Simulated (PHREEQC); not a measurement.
Dissolve 0.0017 mol/kgw Na2HPO4, 0.0059 mol/kgw Na2SiO3 and 0.0006 mol/kgw HBr at 25 °C. Closed to the air; pH follows from the charge balance.

The numbers come from PHREEQC with the ion-association model, wateq4f.dat.

This is a speciation only: nothing precipitates in the calculation.

**Question.** Predict the pH, ionic strength.

**Answer.** pH 11.61; ionic strength 0.0180 mol/kgw.

**Question.** In which forms is P present?

**Answer.** HPO4-2 73 %, PO4-3 26 %, NaHPO4- 1.3 % of the P.

H3PO4, which wateq4f.dat lacks, is added to it with the constant of phreeqc.dat.
